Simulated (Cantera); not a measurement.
Cantera run, input and output.

```python
import numpy as np
import cantera as ct

gas = ct.Solution("h2o2.yaml")
gas.TPX = 1198, 30000, {'H2': 1, 'O2': 1.09, 'N2': 4.46}
reactor = ct.IdealGasReactor(gas, energy="on", clone=False)
net = ct.ReactorNet([reactor])
net.rtol, net.atol = 1e-08, 1e-16
show = ['H2', 'O2', 'O', 'H', 'HO2', 'H2O2']
times = np.geomspace(6e-06, 4, 11)

steps = ct.SolutionArray(gas, extra=["t"])
rows = []
print(f"{'t/s':>10s}{'T/K':>9s}{'P/Pa':>11s}" + "".join(f"{s:>11s}" for s in show))
for t in times:
    while net.time < t:
        t_next = net.step()
        steps.append(gas.state, t=t_next)
    rows.append([np.interp(t, steps.t, y) for y in (steps.T, steps.P, *steps(*show).X.T)])
    print(f"{t:10.3e}{rows[-1][0]:9.1f}{rows[-1][1]:11.4g}" + "".join(f"{x:11.3e}" for x in rows[-1][2:]))
rate = np.gradient(steps.T, steps.t)
print("integrator steps:", len(steps.t))
if steps.T.max() > steps.T[0] + 200:
    print(f"time of steepest temperature rise: {steps.t[rate.argmax()]:.4e} s")
gas.TPX = 1198, 30000, {'H2': 1, 'O2': 1.09, 'N2': 4.46}
gas.equilibrate("UV")
print(f"equilibrium (UV): T = {gas.T:.1f} K  " + "  ".join(f"{s} {gas[s].X[0]:.3e}" for s in show))
```

It prints:

```
       t/s      T/K       P/Pa         H2         O2          O          H        HO2       H2O2
 6.000e-06   1198.0      3e+04  1.527e-01  1.664e-01  5.209e-10  3.248e-09  3.089e-09  2.511e-12
 2.294e-05   1198.0      3e+04  1.527e-01  1.664e-01  8.114e-09  3.486e-08  1.317e-08  3.848e-11
 8.769e-05   1198.0      3e+04  1.526e-01  1.664e-01  8.991e-06  3.731e-05  2.130e-06  6.094e-09
 3.352e-04   2015.8  4.818e+04  1.179e-02  9.026e-02  1.886e-02  1.631e-02  8.510e-06  2.224e-07
 1.281e-03   2407.2  5.613e+04  2.965e-03  9.300e-02  4.337e-03  1.416e-03  6.359e-06  1.893e-07
 4.899e-03   2418.1  5.635e+04  2.673e-03  9.322e-02  3.906e-03  1.202e-03  6.712e-06  2.078e-07
 1.873e-02   2418.1  5.635e+04  2.673e-03  9.322e-02  3.906e-03  1.202e-03  6.712e-06  2.078e-07
 7.160e-02   2418.1  5.635e+04  2.673e-03  9.322e-02  3.906e-03  1.202e-03  6.712e-06  2.078e-07
 2.737e-01   2418.1  5.635e+04  2.673e-03  9.322e-02  3.906e-03  1.202e-03  6.712e-06  2.078e-07
 1.046e+00   2418.1  5.635e+04  2.673e-03  9.322e-02  3.906e-03  1.202e-03  6.712e-06  2.078e-07
 4.000e+00   2418.1  5.635e+04  2.673e-03  9.322e-02  3.906e-03  1.202e-03  6.712e-06  2.078e-07
integrator steps: 1264
time of steepest temperature rise: 1.6509e-04 s
equilibrium (UV): T = 2418.1 K  H2 2.673e-03  O2 9.322e-02  O 3.906e-03  H 1.202e-03  HO2 6.712e-06  H2O2 2.078e-07
```

Computed with Cantera and the H2/O2 subset of GRI-Mech 3.0, which has no nitrogen chemistry.
